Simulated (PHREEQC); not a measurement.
Dissolve 0.23 mol/kgw Fe(NO3)3 at 25 °C. Closed to the air; pH follows from the charge balance.

Model: ion-association model, phreeqc.dat, run in PHREEQC.

Precipitation was switched off in this run.

Problem. Order these Fe species by the share of Fe that they hold, largest first: Fe3(OH)4+5, FeOH+2, Fe2(OH)2+4, Fe+3.

Solution. Fe+3 (86 %), FeOH+2 (9.7 %), Fe2(OH)2+4 (3.5 %), Fe3(OH)4+5 (0.23 %)

The pH is 1.64 and the ionic strength 1.33 mol/kgw. The solution is supersaturated, for example in Hematite (slow to form), Goethite (slow to form), so a real one may precipitate; this is no full list. Ionic strength above about 0.7 mol/kgw puts this run outside the model's range.
